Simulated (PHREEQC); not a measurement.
0.91 g of hydrous ferric oxide (600 m²/g; 0.2 weak and 0.005 strong sites per Fe, Dzombak-Morel constants, diffuse double layer) in 1 kg of water with 0.005 mol/kgw of an inert sodium salt and 0.043 mmol/kgw CuCl2, at 25 °C; the pH is set by adding NaOH or the inert anion's acid. Oxygen alone is held at its pressure in air (log pO2 = -0.68). The system is closed to CO2. Precipitation was switched off in this run.

Computed with PHREEQC (ion-association model, wateq4f.dat).

| pH | Cu sorbed (%) | surface charge σ (C/m²) | surface potential ψ (mV) |
|---|---|---|---|
| 3 | 0.1 | 0.308 | 212 |
| 3.38 | 0.7 | 0.264 | ? |
| 3.75 | 3.2 | 0.218 | 199 |
| 4.12 | ? | 0.174 | 189 |
| 4.5 | ? | ? | 177 |
| 4.88 | 67.2 | 0.102 | 163 |
| 5.25 | 88.6 | ? | ? |
| 5.62 | 97.1 | 0.056 | 133 |
| 6 | 99.4 | 0.039 | 115 |
| 6.38 | 99.9 | 0.027 | 97 |
| 6.75 | 100.0 | 0.018 | 77 |
| 7.12 | 100.0 | 0.011 | 57 |
| 7.5 | 100.0 | 0.006 | 36 |
| 7.88 | 100.0 | ? | 15 |
| 8.25 | 100.0 | -0.001 | ? |
| 8.62 | 100.0 | -0.005 | -26 |
| 9 | 100.0 | -0.009 | -48 |

**Question.** Complete the blanks.

**Answer.** 
- 3.38, surface potential ψ (mV): 207
- 4.12, Cu sorbed (%): 12.3
- 4.5, Cu sorbed (%): 35.7
- 4.5, surface charge σ (C/m²): 0.135
- 5.25, surface charge σ (C/m²): 0.076
- 5.25, surface potential ψ (mV): 149
- 7.88, surface charge σ (C/m²): 0.003
- 8.25, surface potential ψ (mV): -6

The database's constant for dissolved Cu(OH)2 is higher than later reviews accept. The oxide is taken as insoluble; below pH 4 it would dissolve.
